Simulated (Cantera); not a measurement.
Cantera with NASA thermochemical tables; ideal gases at 1 bar, condensed phases pure. Values are per mole of reaction as written; species without (g) are pure solids or liquids, kept so even where they would boil at 1 bar.

2 HBO2(g) + 6 H(g) + N2(g) → 4 H2O(g) + 2 BN

```csv
T (K),ΔH° (kJ),ΔS° (J/K),ΔG° (kJ),log10 K
300,-1656.0,-574.9,-1483.5,258.29
2348,(withheld),(withheld),(withheld),(withheld)
2423,(withheld),(withheld),(withheld),(withheld)
2498,-1713.8,-654.6,-78.5,1.64
2573,-1713.8,-654.6,-29.4,0.60
2648,-1713.8,-654.6,19.7,-0.39
2723,(withheld),(withheld),(withheld),(withheld)
```

Q: Some entries are withheld; supply them.

A: 
- 2348, ΔH° (kJ): -1713.4
- 2348, ΔS° (J/K): -654.5
- 2348, ΔG° (kJ): -176.7
- 2348, log10 K: 3.93
- 2423, ΔH° (kJ): -1713.6
- 2423, ΔS° (J/K): -654.6
- 2423, ΔG° (kJ): -127.6
- 2423, log10 K: 2.75
- 2723, ΔH° (kJ): -1713.8
- 2723, ΔS° (J/K): -654.6
- 2723, ΔG° (kJ): 68.8
- 2723, log10 K: -1.32
